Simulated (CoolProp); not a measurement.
Saturated liquid density (kg/m³) of n-hexane: the reference equation beside estimates from Tc = 507.8 K, pc = 3.044 MPa, ω = 0.300. Rackett uses Z = 0.29056 − 0.08775 ω.

The numbers come from the reference Helmholtz-energy equation of state, Thol 2019 in CoolProp.

```tsv
T (K)	reference	Rackett	van der Waals	Soave-Redlich-Kwong	Peng-Robinson
362.4	592.4	596.7	350.4	532.0	602.5
367.3	587.2	591.3	347.3	526.7	596.7
372.3	581.9	585.7	344.0	521.2	590.6
377.2	576.5	580.1	340.8	515.6	584.4
382.1	571.1	574.5	337.5	509.9	578.1
387.1	565.4	568.6	334.1	503.8	571.4
392	559.7	562.7	330.7	497.8	564.6
397	553.8	556.6	327.1	491.4	557.5
401.9	547.9	550.5	323.5	484.9	550.2
406.9	541.8	544.1	319.7	478.1	542.6
411.8	535.6	537.7	315.9	471.2	534.8
416.8	529.1	531.0	311.9	463.9	526.5
421.7	522.5	524.2	307.9	456.4	518.1
426.6	515.8	517.3	303.8	448.8	509.4
```

Absolute difference from the reference over all 14 rows, mean and median: Rackett 0.5 and 0.5 %, van der Waals 41.0 and 40.9 %, Soave-Redlich-Kwong 11.3 and 11.2 %, Peng-Robinson 1.0 and 1.0 %.
